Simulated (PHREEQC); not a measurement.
Make-up at 20 °C: 1.9 mmol/kgw CuCl2 and 140 mmol/kgw HCl. Closed to the air; pH follows from the charge balance.

Equilibrium calculation in PHREEQC: ion-association model, phreeqc.dat.

Precipitation was switched off in this run.

Problem. What pH does the model give?

Solution. pH 0.94.

Problem. In which forms is Cu present?

Solution. Cu+2 90 %, CuCl+ 9.8 % of the Cu.
